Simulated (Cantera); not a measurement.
A perfectly stirred reactor is fed with 30.0 % CO, 10.2 % H₂, 12.6 % O₂, 47.2 % N₂, equivalence ratio 1.6, at 10.0 bar; it is adiabatic with a 700 K inlet, and is followed from long to short residence time, starting on the burning branch (τ in s: 0.14, 0.072, 0.036, 0.018, 0.0088, 0.0044, 0.0022, 0.0011, 0.00053, 0.00026, 0.00013, 6.5e-05).

Cantera simulation using GRI-Mech 3.0 (53 species, 325 reactions); the numbers are that mechanism's predictions, not measurements. The hydrogen kinetics of GRI-Mech 3.0 are dated; newer H2 mechanisms differ, most at raised pressure.

Problem. Predict: blow-out, bracketed by the residence times tried; x(CO) at τ = 0.140 s; x(H₂) at τ = 0.140 s; x(O₂) at τ = 0.140 s; x(OH) at τ = 0.140 s; x(H) at τ = 0.140 s; x(CO) at τ = 2.20 ms; x(H₂) at τ = 2.20 ms; x(O₂) at τ = 2.20 ms; x(OH) at τ = 2.20 ms; x(H) at τ = 2.20 ms.

Solution. 
* **blow-out, bracketed by the residence times tried**: burning at 65.0 µs, the shortest tried
* **x(CO) at τ = 0.140 s**: 0.161
* **x(H₂) at τ = 0.140 s**: 0.0139
* **x(O₂) at τ = 0.140 s**: 0.000425
* **x(OH) at τ = 0.140 s**: 0.00224
* **x(H) at τ = 0.140 s**: 0.00136
* **x(CO) at τ = 2.20 ms**: 0.161
* **x(H₂) at τ = 2.20 ms**: 0.0140
* **x(O₂) at τ = 2.20 ms**: 0.000961
* **x(OH) at τ = 2.20 ms**: 0.00307
* **x(H) at τ = 2.20 ms**: 0.00192
